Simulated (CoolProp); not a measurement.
n-perfluorohexane along the isobar 2440 kPa: density (kg/m³) from the reference equation and from simpler models built on Tc = 174.9 °C, pc = 1742 kPa, ω = 0.497; each cubic takes its own stable root.

Values from CoolProp's reference Helmholtz-energy equation of state, Gao 2022.

```
T (°C)          phase  reference
------  -------------  ---------
45.45          liquid       1628
58.55          liquid       1589
71.75          liquid       1548
84.85          liquid       1505
98.05          liquid       1459
111.15         liquid       1410
124.25         liquid       1356
137.45         liquid       1294
150.55         liquid       1222
163.75         liquid       1132
176.85  supercritical       1006
```

### Question
How far does each simpler model (van der Waals, Redlich-Kwong, Soave-Redlich-Kwong, Peng-Robinson) lie from the reference over these 11 states: mean and median of the absolute difference, and the worst?

### Answer
- van der Waals: mean 40.6 %, median 41.4 %, worst -42.5 % at 45.45 °C and 2440 kPa
- Redlich-Kwong: mean 20.5 %, median 20.5 %, worst -22.8 % at 163.75 °C and 2440 kPa
- Soave-Redlich-Kwong: mean 15.9 %, median 14.8 %, worst -22.6 % at 176.85 °C and 2440 kPa
- Peng-Robinson: mean 5.4 %, median 3.8 %, worst -14.4 % at 176.85 °C and 2440 kPa
